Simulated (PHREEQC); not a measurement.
# Metal-bearing waste water: speciation

Dissolve 0.037 mol/kgw NiSO4, 0.27 mol/kgw ZnCl2, 4.9e-05 mol/kgw H2SO4 and 0.17 mol/kgw Na2SO4 at 10 °C. Closed to the air; pH follows from the charge balance.

Model: ion-association model, wateq4f.dat, run in PHREEQC.

| Property | Value |
|---|---|
| pH | 4.40 |
| ionic strength | 0.962 mol/kgw |
| activity of water | 0.979 |
| total alkalinity | -0.0980 meq/kg |

```tsv
species	molality	activity	log γ
Cl-	0.488	0.297	-0.216
Na+	0.322	0.232	-0.142
Zn+2	0.156	0.0335	-0.669
SO4-2	0.0709	0.0115	-0.790
ZnSO4	0.0641	0.0800	0.096
ZnCl+	0.0219	0.0133	-0.214
Zn(SO4)2-2	0.0218	0.00845	-0.411
NaSO4-	0.0183	0.0121	-0.179
Ni+2	0.0166	0.00645	-0.411
NiSO4	0.0101	0.0126	0.096
NiCl+	0.00609	0.00481	-0.103
```

No solid was allowed to form. Ionic strength above about 0.7 mol/kgw puts this run outside the model's range. At this temperature some constants are extrapolated from 25 °C, and those without enthalpy data are left unchanged.
